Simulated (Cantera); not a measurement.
**Pyrogenic steam for wet oxidation**

An isothermal, constant-pressure homogeneous reactor starts with H2 : O2 : N2 = 1.1 : 1 : 1 (molar parts), at 1375 K and 0.128 atm.

Cantera simulation using the H2/O2 subset of GRI-Mech 3.0, which has no nitrogen chemistry; the numbers are that mechanism's predictions, not measurements. The temperature is held fixed by assumption; the heat of reaction is taken as removed at once.

```tsv
t (s)	x H2	x O2	x HO2	x OH	x O	x H2O2
0.000200	0.0362	0.174	2.80e-5	0.0160	0.0433	2.35e-6
0.000446	0.0219	0.174	3.20e-5	0.0124	0.0206	2.89e-6
0.000993	0.00637	0.175	2.80e-5	0.00652	0.00516	2.23e-6
0.00221	0.00106	0.176	1.27e-5	0.00260	0.000819	9.68e-7
0.00493	0.000184	0.176	3.41e-6	0.00110	0.000144	3.54e-7
0.0110	4.24e-5	0.176	9.47e-7	0.000539	3.44e-5	1.35e-7
0.0245	1.26e-5	0.176	3.21e-7	0.000299	1.06e-5	5.52e-8
0.0546	4.49e-6	0.176	1.41e-7	0.000180	3.85e-6	2.41e-8
0.122	1.90e-6	0.176	8.99e-8	0.000118	1.64e-6	1.17e-8
0.271	1.07e-6	0.176	8.06e-8	8.79e-5	9.16e-7	7.25e-9
0.604	8.87e-7	0.176	8.03e-8	7.98e-5	7.55e-7	6.23e-9
1.35	8.77e-7	0.176	8.03e-8	7.93e-5	7.46e-7	6.17e-9
3.00	8.77e-7	0.176	8.03e-8	7.93e-5	7.46e-7	6.17e-9
```
x: mole fraction; the columns are a selection and need not sum to one.

Equilibrium at this temperature and pressure: H2 8.77e-7, O2 0.176, HO2 8.03e-8, OH 7.93e-5, O 7.46e-7, H2O2 6.17e-9 (gas phase only).
